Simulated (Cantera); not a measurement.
A freely propagating, adiabatic, planar premixed flame of CH₄ : O₂ : N₂ = 1 : 1.54 : 6.46 (molar parts), unburnt at 625 K and 0.750 bar; mixture-averaged transport, grid criteria slope 0.08 and curve 0.16, no radiation.

Computed with Cantera and GRI-Mech 3.0 (53 species, 325 reactions). Burning velocities carry a grid error of a few per cent, more on coarse grids.

**Question.** How do the results move with these cheaper or finer settings: unity-Lewis-number transport; multicomponent transport; multicomponent+Soret transport; grid criteria slope 0.5, curve 1; grid criteria slope 0.25, curve 0.5; grid criteria slope 0.03, curve 0.06?

**Answer.** 
| setting | laminar burning velocity | thermal thickness | peak x(H₂) | peak x(O) | grid points |
|---|---|---|---|---|---|
| as above | 98.6 cm/s | 0.528 mm | 0.0450 | 0.000895 | 137 |
| unity-Lewis-number transport | 60.3 cm/s | 0.713 mm | 0.0430 | 0.00119 | 140 |
| multicomponent transport | 98.3 cm/s | 0.536 mm | 0.0452 | 0.000890 | 137 |
| multicomponent+Soret transport | 98.5 cm/s | 0.529 mm | 0.0436 | 0.000946 | 137 |
| grid criteria slope 0.5, curve 1 | 113 cm/s | 0.568 mm | 0.0453 | 0.00106 | 42 |
| grid criteria slope 0.25, curve 0.5 | 104 cm/s | 0.545 mm | 0.0451 | 0.000965 | 62 |
| grid criteria slope 0.03, curve 0.06 | 97.3 cm/s | 0.523 mm | 0.0448 | 0.000885 | 361 |
The base run took very roughly 6 core-seconds.
Unity Lewis numbers drop preferential diffusion, which matters most where H2 and H carry the flame; Soret adds thermal diffusion.
